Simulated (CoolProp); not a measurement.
R507A at 298.15 K and 0.787 MPa is throttled through a valve to 0.205 MPa with no heat exchange. Each further row changes one setting.

The numbers come from the reference Helmholtz-energy equation of state, Lemmon 2003 in CoolProp. It is a pseudo-pure fit of the blend.

```
case                        temperature change (K)  final density (kg/m³)
--------------------------  ----------------------  ---------------------
as stated                                    -11.1                   8.84
outlet pressure 0.0615 MPa                   -13.9                   2.60
outlet pressure 0.267 MPa                     -9.9                   11.6
```
